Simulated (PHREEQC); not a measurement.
**Brine**

Consider water at 25 °C with 1.2 mol KCl, 0.07 mol NaHCO3 and 0.00013 mol H4SiO4 per kg of water. Closed to the air; pH follows from the charge balance.

The numbers come from PHREEQC with the Pitzer model, pitzer.dat.

The pH is 7.83, the ionic strength is 1.27 mol/kgw and the activity of water is 0.960. The density comes out as 1.053 g/cm³. The osmotic coefficient is 0.903 and the total alkalinity is 70.0 meq/kg.

| species | molality | activity | log γ |
|---|---|---|---|
| Cl- | 1.20 | 0.710 | -0.228 |
| K+ | 1.20 | 0.712 | -0.227 |
| Na+ | 0.0700 | 0.0448 | -0.194 |
| HCO3- | 0.0676 | 0.0409 | -0.218 |
| CO2 | 0.00121 | 0.00137 | 0.053 |
| CO3-2 | 0.00121 | 0.000128 | -0.975 |
| H4SiO4 | 0.000127 | 0.000134 | 0.025 |
| H3SiO4- | 3.01e-6 | 1.35e-6 | -0.347 |
| OH- | 9.79e-7 | 6.63e-7 | -0.169 |
| H+ | 1.74e-8 | 1.46e-8 | -0.074 |

No solid was allowed to form. In brines, pH and single-ion activities rest on the MacInnes convention.
